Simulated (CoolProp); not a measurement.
Vapour-liquid equilibrium of CH2F2 (R32) (1) + R1234ze(E) (2) at 0.0176 MPa; x and y are mole fractions of (1).

Model: multi-fluid Helmholtz-energy mixture model, Tillner-Roth 1997 and Thol 2016; pair parameters Bell 2023, in CoolProp.

| x | bubble temperature (°C) | y at the bubble point | dew temperature at overall composition x (°C) | liquid density (mol/L) |
|---|---|---|---|---|
| 0.05 | -57.7 | 0.295 | -53.6 | 12.53 |
| 0.125 | -63.0 | 0.540 | [?] | 13.15 |
| 0.2 | -66.7 | 0.673 | -56.0 | 13.77 |
| 0.275 | -69.5 | 0.752 | -57.3 | [?] |
| 0.35 | [?] | 0.805 | [?] | 15.11 |
| 0.425 | -73.2 | 0.843 | -60.3 | 15.85 |
| 0.5 | -74.6 | 0.872 | -62.0 | 16.66 |
| 0.575 | [?] | 0.896 | -63.9 | 17.54 |
| 0.65 | -76.8 | 0.916 | -66.0 | 18.51 |
| 0.725 | -77.7 | 0.935 | -68.5 | [?] |
| 0.8 | -78.6 | 0.953 | -71.4 | 20.79 |
| 0.875 | -79.4 | 0.970 | -74.7 | 22.14 |
| 0.95 | -80.3 | 0.988 | -78.4 | 23.67 |

Fill in the missing entries.


- 0.125, dew temperature at overall composition x (°C): -54.7
- 0.275, liquid density (mol/L): 14.42
- 0.35, bubble temperature (°C): -71.6
- 0.35, dew temperature at overall composition x (°C): -58.7
- 0.575, bubble temperature (°C): -75.7
- 0.725, liquid density (mol/L): 19.59

No azeotrope shows between x = 0.05 and 0.95.

The pair parameters rest on a limited set of measurements; away from them the model extrapolates.
